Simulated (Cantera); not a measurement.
An isothermal, constant-pressure homogeneous reactor starts with H2 : O2 : N2 = 1.5 : 1 : 0.62 (molar parts), at 1225 K and 0.120 bar.

Model: the H2/O2 subset of GRI-Mech 3.0, which has no nitrogen chemistry, integrated in Cantera. The temperature is held fixed by assumption; the heat of reaction is taken as removed at once.

x: mole fraction; the columns are a selection and need not sum to one.

| t (s) | x H2 | x O2 | x H | x H2O | x H2O2 | x OH |
|---|---|---|---|---|---|---|
| 0.000100 | 0.480 | 0.320 | 0.000665 | 0.000791 | … | 6.21e-5 |
| 0.000316 | 0.0507 | 0.130 | 0.109 | 0.445 | … | 0.0110 |
| 0.00100 | 0.00955 | 0.108 | 0.00542 | 0.612 | … | 0.00401 |
| 0.00316 | 0.000738 | 0.105 | 9.38e-5 | 0.631 | … | 0.000982 |
| 0.0100 | 6.56e-5 | 0.105 | 2.79e-6 | 0.633 | … | 0.000312 |
| 0.0316 | 9.01e-6 | 0.105 | 1.73e-7 | 0.633 | … | 0.000127 |
| 0.100 | 1.88e-6 | 0.105 | 1.85e-8 | 0.633 | … | 6.13e-5 |
| 0.316 | 5.08e-7 | 0.105 | 2.76e-9 | 0.633 | … | 3.25e-5 |
| 1.00 | 1.83e-7 | 0.105 | 6.06e-10 | 0.633 | … | 1.93e-5 |

**Question.** Fill in the missing entries.

**Answer.** 
- 0.000100, x H2O2: 4.83e-8
- 0.000316, x H2O2: 3.90e-6
- 0.00100, x H2O2: 5.44e-6
- 0.00316, x H2O2: 1.85e-6
- 0.0100, x H2O2: 4.22e-7
- 0.0316, x H2O2: 1.04e-7
- 0.100, x H2O2: 2.88e-8
- 0.316, x H2O2: 8.95e-9
- 1.00, x H2O2: 3.36e-9
